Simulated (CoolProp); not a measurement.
Vapour-liquid equilibrium of propane (1) + c-C4F8 (RC318) (2) at 245.3 K; x and y are mole fractions of (1).

Values from CoolProp's multi-fluid Helmholtz-energy mixture model, Lemmon 2009 and Platzer 1990; pair parameters Bell 2016. This equation is an older, rougher fit; its heat capacities, sound speeds and derivatives of the liquid may be far off and weren't checked against measurements.

Q: Give the bubble pressure and the first vapour's composition at x = 0.2, 0.35, 0.65. Is there an azeotrope?

A: x = 0.2: 0.1254 MPa, y = 0.743; x = 0.35: 0.1545 MPa, y = 0.809; x = 0.65: 0.1727 MPa, y = 0.851. No azeotrope shows between x = 0.05 and 0.95.

Pair parameters are fitted to limited data, so mixtures are less certain than the pure fluids. With so large a gap from Raoult's law the liquid may split in two, which this calculation doesn't test in full.
